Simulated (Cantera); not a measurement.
Charge: 1 mol NF3, 0.024 mol O2, 0.091 mol H2, equilibrated at 2823.15 K and 100000 Pa.

Equilibrium computed with Cantera from the NASA thermochemical tables; the gas is ideal and each condensed phase is pure. Candidate condensed phases: H2O; 40 gas species. Kinetics and transport are ignored.

What is the equilibrium state?


- x(F): 0.798
- x(N2): 0.141
- x(HF): 0.0516
- x(O2): 0.00385
- x(O): 0.00369
- x(NO): 0.00217
- x(F2): 0.000151
- x(FO): 3.76e-5
- x(H): 2.24e-6
- gas amount: 3.530 mol
